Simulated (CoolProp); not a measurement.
Ethane at 298.15 K and 3.49 MPa flows at 0.48 m/s in a round tube of 25 mm bore and 1.5 µm roughness, fully developed (64/Re and Nu = 3.66 if laminar; Colebrook and Gnielinski if turbulent). Each further row changes one setting.

Values from CoolProp's reference Helmholtz-energy equation of state, Bücker 2006.

```tsv
case	Reynolds number	Darcy friction factor	pressure drop (Pa/m)	heat-transfer coefficient (W/(m² K))	mass flow (kg/h)
as stated	69200	0.0197	5.94	228	55.5
velocity 0.96 m/s	138000	0.0172	20.7	403	111
diameter 50 mm	138000	0.0170	2.56	200	222
```

Viscosity comes from a separate model (Friend 1991). Thermal conductivity comes from a separate model (Friend 1991).
